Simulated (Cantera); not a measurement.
An isothermal, constant-pressure homogeneous reactor starts with H2 : O2 : N2 = 1.8 : 1 : 2.2 (molar parts), equivalence ratio 0.90, at 873 K and 0.110 bar. Integrator tolerance rtol = 1e-08.

Detailed kinetics in Cantera: the H2/O2 subset of GRI-Mech 3.0, which has no nitrogen chemistry. Radical loss at walls, strong at low pressure, is not modelled. Below about 950 K walls govern HO2 and H2O2 in real vessels. The temperature is held fixed by assumption; the heat of reaction is taken as removed at once.

Question: What does this change do: pressure from 0.110 bar to 0.270 bar?

Answer: 
```json
[
 {"quantity": "x(H2) at 10.0 s", "before": "0.00685 (gas-phase equilibrium 9.83e-12)", "after": "0.125 (gas-phase equilibrium 6.27e-12)"},
 {"quantity": "x(O2) at 10.0 s", "before": "0.0277 (gas-phase equilibrium 0.0244)", "after": "0.0851 (gas-phase equilibrium 0.0244)"},
 {"quantity": "x(H2O) at 10.0 s", "before": "0.431 (gas-phase equilibrium 0.439)", "after": "0.286 (gas-phase equilibrium 0.439)"},
 {"quantity": "x(HO2) at 10.0 s", "before": "8.32e-6 (gas-phase equilibrium 2.18e-11)", "after": "2.41e-5 (gas-phase equilibrium 2.73e-11)"},
 {"quantity": "x(H2O2) at 10.0 s", "before": "3.42e-5 (gas-phase equilibrium 9.99e-12)", "after": "0.000424 (gas-phase equilibrium 1.56e-11)"}
]
```

Question: What does this change do: pressure from 0.110 bar to 0.133 bar?

Answer: 
```json
[
 {"quantity": "x(H2) at 10.0 s", "before": "0.00685 (gas-phase equilibrium 9.83e-12)", "after": "0.0223 (gas-phase equilibrium 8.93e-12)"},
 {"quantity": "x(O2) at 10.0 s", "before": "0.0277 (gas-phase equilibrium 0.0244)", "after": "0.0352 (gas-phase equilibrium 0.0244)"},
 {"quantity": "x(H2O) at 10.0 s", "before": "0.431 (gas-phase equilibrium 0.439)", "after": "0.412 (gas-phase equilibrium 0.439)"},
 {"quantity": "x(HO2) at 10.0 s", "before": "8.32e-6 (gas-phase equilibrium 2.18e-11)", "after": "1.22e-5 (gas-phase equilibrium 2.29e-11)"},
 {"quantity": "x(H2O2) at 10.0 s", "before": "3.42e-5 (gas-phase equilibrium 9.99e-12)", "after": "7.53e-5 (gas-phase equilibrium 1.10e-11)"}
]
```
